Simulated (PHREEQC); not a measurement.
AlCl3 is added in steps, without added water, to 1 kg of water holding 0.0024 mol HCl, 0.00054 mol NiSO4 and 3.1e-05 mol Na2SO4, at 20 °C. Oxygen alone is held at its pressure in air (log pO2 = -0.68). No CO2 enters from the air. The run lets Al(OH)3(a), Ni(OH)2, Ni4(OH)6SO4, Basaluminite, Halite, Mirabilite, Morenosite precipitate or redissolve, and no other solid.

Base run: PHREEQC, ion-association model, wateq4f.dat. Each further column changes one thing. The table gives AlSO4+ (mol/kgw).

| AlCl3 added (mol) | base | temperature from 20 to 10 °C | NiSO4 replaced by Li2SO4 at the same molality | HCl left out | no solid may form |
|---|---|---|---|---|---|
| 0 | 0 | 0 | 0 | 0 | 0 |
| 0.00036 | 0.000113 | 0.000106 | 0.000117 | 0.000121 | 0.000113 |
| 0.00072 | 0.000186 | 0.000176 | 0.000193 | 0.000201 | 0.000186 |
| 0.00108 | 0.000235 | 0.000223 | 0.000242 | 0.000252 | 0.000235 |
| 0.00144 | 0.000270 | 0.000257 | 0.000277 | 0.000287 | 0.000270 |
| 0.0018 | 0.000296 | 0.000283 | 0.000302 | 0.000312 | 0.000296 |
| 0.00216 | 0.000316 | 0.000303 | 0.000322 | 0.000331 | 0.000316 |
| 0.00264 | 0.000336 | 0.000323 | 0.000341 | 0.000350 | 0.000336 |
| 0.003 | 0.000348 | 0.000335 | 0.000353 | 0.000361 | 0.000348 |
| 0.00336 | 0.000358 | 0.000345 | 0.000362 | 0.000370 | 0.000358 |
| 0.00372 | 0.000366 | 0.000354 | 0.000371 | 0.000378 | 0.000366 |
| 0.00408 | 0.000374 | 0.000362 | 0.000378 | 0.000385 | 0.000374 |
| 0.00444 | 0.000380 | 0.000368 | 0.000384 | 0.000391 | 0.000380 |
| 0.0048 | 0.000386 | 0.000374 | 0.000389 | 0.000396 | 0.000386 |

 At this temperature some constants are extrapolated from 25 °C, and those without enthalpy data are left unchanged. Solids allowed in the column 'NiSO4 replaced by Li2SO4 at the same molality': Al(OH)3(a), Basaluminite, Halite, Mirabilite.
